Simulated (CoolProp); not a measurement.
p-xylene at several states: fugacity coefficient from the reference equation and from simpler models built on Tc = 616.2 K, pc = 35.32 bar, ω = 0.324; each cubic takes its own stable root.

Computed with CoolProp (reference Helmholtz-energy equation of state, Zhou 2012).

| T (K) | p (bar) | phase | reference | van der Waals | Redlich-Kwong | Soave-Redlich-Kwong | Peng-Robinson |
|---|---|---|---|---|---|---|---|
| 325.1 | 0.153 | liquid | 0.3098 | ___ | ___ | 0.2908 | 0.3103 |
| 497.6 | 0.548 | gas | 0.9880 | 0.9924 | 0.9904 | 0.9894 | 0.9887 |
| 364.9 | 0.522 | liquid | 0.4549 | ___ | ___ | 0.4414 | ___ |
| 297.7 | 32.3 | liquid | ___ | ___ | 0.001829 | 0.0003917 | 0.0004244 |

### Question
Complete the blanks.

### Answer

- 325.1, van der Waals: 0.9945
- 325.1, Redlich-Kwong: 0.9916
- 364.9, van der Waals: 0.9853
- 364.9, Redlich-Kwong: 0.9788
- 364.9, Peng-Robinson: 0.4541
- 297.7, reference: 0.0004168
- 297.7, van der Waals: 0.03060

At some of these states van der Waals, Redlich-Kwong gives the other phase, because its saturation line lies elsewhere.
